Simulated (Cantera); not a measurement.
A closed system holds: 1 mol borazine, 9 mol N2, at 12.0 Pa.

Cantera equilibrium calculation (NASA polynomials, part measured and part estimated; ideal gas, pure solids and liquids). Candidate condensed phases: B, BN; 15 gas species. The feed counts by its element totals alone. The tables' values for BH2 are old estimates; treat these amounts as uncertain. The numbers say what is thermodynamically allowed, not how fast it happens. All values below are at 1875 K.

Base state: N2 0.739, H2 0.232, H 0.0288, B 5.13e-5, BH2 2.15e-5 (mole fractions); condensed: BN(s).

Problem. What changes in the equilibrium state with this change: pressure from 12.0 Pa to 100000 Pa?

Solution. 
```tsv
species	before	after
N2	0.739	0.750
H2	0.232	0.250
H	0.0288	0.000328
BH2	2.15e-5	2.51e-7
B	5.13e-5	<1e-9
BN(s), mol	3.00	3.00
```
